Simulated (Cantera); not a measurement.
Gas mixture: O2 : NO = 0.39 : 0.71 (molar parts), at 1330 Pa, frozen composition.

Cantera's kinetic-theory transport with the Lennard-Jones parameters of GRI-Mech 3.0, ideal gas; thermal conductivity in the mixture-averaged form. The composition is frozen, though it would react at the higher temperatures.

One state of this run: ρ (kg/m³) = 0.00703; cp (J/kg/K) = 1054; μ (µPa s) = 35.3; λ (mW/m/K) = 52.6; Pr = 0.708; D (cm²/s) NH3 = 80.0; D (cm²/s) NO = 66.9; D (cm²/s) H2O = 84.2. D: mixture-averaged diffusion coefficient of that species in the mixture.

Task: Which value of T (K) does it belong to?
A. 700
B. 1150
C. 1000
D. 1300

Result: A, 700
